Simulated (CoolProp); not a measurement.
Water at 342.29 K and 14.6 MPa flows at 1.9 m/s in a round tube of 50 mm bore and 1.5 µm roughness, fully developed (64/Re and Nu = 3.66 if laminar; Colebrook and Gnielinski if turbulent). Each further row changes one setting.

Model: reference Helmholtz-energy equation of state, Wagner 2002, in CoolProp.

```json
[
 {"case": "as stated", "Reynolds number": "227000", "Darcy friction factor": "0.0155", "pressure drop (Pa/m)": "552", "heat-transfer coefficient (W/(m² K))": "10100", "mass flow (kg/h)": "13200"},
 {"case": "velocity 3.8 m/s", "Reynolds number": "454000", "Darcy friction factor": "0.0138", "pressure drop (Pa/m)": "1960", "heat-transfer coefficient (W/(m² K))": "18300", "mass flow (kg/h)": "26400"},
 {"case": "diameter 100 mm", "Reynolds number": "454000", "Darcy friction factor": "0.0136", "pressure drop (Pa/m)": "242", "heat-transfer coefficient (W/(m² K))": "9040", "mass flow (kg/h)": "52900"}
]
```

Viscosity comes from a separate model (Huber 2009). Thermal conductivity comes from a separate model (Huber 2012).
